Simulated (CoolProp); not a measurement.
Saturation properties of octamethyltrisiloxane (MDM) (Tc = 565.4 K, pc = 1438 kPa, ω = 0.528).

Model: reference Helmholtz-energy equation of state, Thol 2017, in CoolProp.

| T (K) | p (kPa) | liquid density (kg/m³) | liquid cp (kJ/(kg K)) |
|---|---|---|---|
| 342.6 | 5.710 | 769.7 | 1.891 |
| 364.6 | 14.45 | 746.1 | 1.948 |
| 386.5 | 31.84 | 721.8 | 2.005 |
| 408.4 | 63.01 | 696.3 | 2.064 |
| 430.3 | 114.3 | 669.2 | 2.125 |
| 452.2 | 193.1 | 640.1 | 2.190 |
| 474.1 | 308.0 | 608.1 | 2.263 |
| 496 | 468.4 | 571.9 | 2.351 |
| 518 | 686.8 | 528.6 | 2.479 |
| 539.9 | 976.0 | 471.7 | 2.750 |

It boils at 425.6 K under 1 atm.
